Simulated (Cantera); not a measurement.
# Adiabatic ignition

An adiabatic, constant-pressure homogeneous reactor starts with 17.7 % H2, 17.3 % O2, 65.0 % N2, equivalence ratio 0.51, at 1000 K and 24.7 atm.

Cantera simulation using the H2/O2 subset of GRI-Mech 3.0, which has no nitrogen chemistry; the numbers are that mechanism's predictions, not measurements. The hydrogen kinetics of GRI-Mech 3.0 are dated; newer H2 mechanisms differ, most at raised pressure. The pressure lies above the range GRI-Mech 3.0 was tuned for (to about 10 atm).

```tsv
t (s)	T (K)	x H2	x O2	x O	x H2O2	x HO2
2.00e-6	1000	0.177	0.173	1.68e-12	7.79e-12	2.30e-9
8.12e-6	1000	0.177	0.173	1.75e-12	1.30e-10	9.36e-9
3.30e-5	1000	0.177	0.173	2.07e-12	2.13e-9	3.82e-8
0.000134	1000	0.177	0.173	3.56e-12	3.45e-8	1.60e-7
0.000544	1000	0.177	0.173	1.52e-11	6.12e-7	8.75e-7
0.00221	1000	0.177	0.173	2.86e-10	2.50e-5	9.13e-6
0.00896	2262	0.000213	0.0915	0.000242	1.17e-6	1.20e-5
0.0364	2262	0.000213	0.0915	0.000242	1.17e-6	1.20e-5
0.148	2262	0.000213	0.0915	0.000242	1.17e-6	1.20e-5
0.600	2262	0.000213	0.0915	0.000242	1.17e-6	1.20e-5
```
x: mole fraction; the columns are a selection and need not sum to one.

```yaml
time_of_steepest_temperature_rise: 7.82 ms
temperature at 0.600 s: 2262 K
equilibrium_temperature: 2262 K
x(H2) at 0.600 s: 0.000213 (gas-phase equilibrium 0.000213)
x(O2) at 0.600 s: 0.0915 (gas-phase equilibrium 0.0915)
x(O) at 0.600 s: 0.000242 (gas-phase equilibrium 0.000242)
```
